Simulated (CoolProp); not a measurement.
Saturated liquid density (kg/m³) of cis-2-butene: the reference equation beside estimates from Tc = 162.6 °C, pc = 4.236 MPa, ω = 0.202. Rackett uses Z = 0.29056 − 0.08775 ω.

Model: reference Helmholtz-energy equation of state, Lemmon 2005, in CoolProp. It is a short technical equation, of lower accuracy than the large ones.

| T (°C) | reference | Rackett | van der Waals | Soave-Redlich-Kwong | Peng-Robinson |
|---|---|---|---|---|---|
| -58.15 | 706.4 | 700.8 | 431.6 | 649.7 | 731.0 |
| -44.55 | 692.3 | 687.4 | 424.1 | 638.6 | 719.1 |
| -30.95 | 677.9 | 673.7 | 416.2 | 626.7 | 706.4 |
| -17.25 | 663.2 | 659.4 | 407.8 | 613.8 | 692.7 |
| -3.65 | 648.3 | 644.8 | 399.2 | 600.2 | 678.0 |
| 9.95 | 633.0 | 629.7 | 390.1 | 585.5 | 662.1 |
| 23.65 | 617.0 | 613.8 | 380.5 | 569.6 | 644.7 |
| 37.25 | 600.6 | 597.3 | 370.4 | 552.5 | 625.9 |
| 50.85 | 583.3 | 580.1 | 359.6 | 534.0 | 605.4 |
| 64.55 | 564.9 | 561.6 | 348.0 | 513.6 | 582.7 |
| 78.15 | 545.3 | 542.1 | 335.5 | 491.4 | 557.7 |
| 91.75 | 524.1 | 520.9 | 322.0 | 466.7 | 529.7 |
| 105.35 | 500.7 | 497.7 | 307.0 | 439.1 | 497.9 |

Absolute difference from the reference over all 13 rows, mean and median: Rackett 0.6 and 0.6 %, van der Waals 38.5 and 38.5 %, Soave-Redlich-Kwong 8.6 and 8.0 %, Peng-Robinson 3.4 and 3.9 %.
